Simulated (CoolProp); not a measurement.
Computed with CoolProp (reference Helmholtz-energy equation of state, Akasaka 2023).

Q: Give the vapour pressure (kPa), liquid density (kg/m³), liquid cp (kJ/(kg K)) of saturated R1224YDZ at -22.85, -12.45, 3.25 °C.

A: 
```json
[
 {"T (°C)": "-22.85", "p (kPa)": "18.1", "liquid density (kg/m³)": "1480", "liquid cp (kJ/(kg K))": "1.07"},
 {"T (°C)": "-12.45", "p (kPa)": "30.9", "liquid density (kg/m³)": "1460", "liquid cp (kJ/(kg K))": "1.08"},
 {"T (°C)": "3.25", "p (kPa)": "63.3", "liquid density (kg/m³)": "1420", "liquid cp (kJ/(kg K))": "1.11"}
]
```
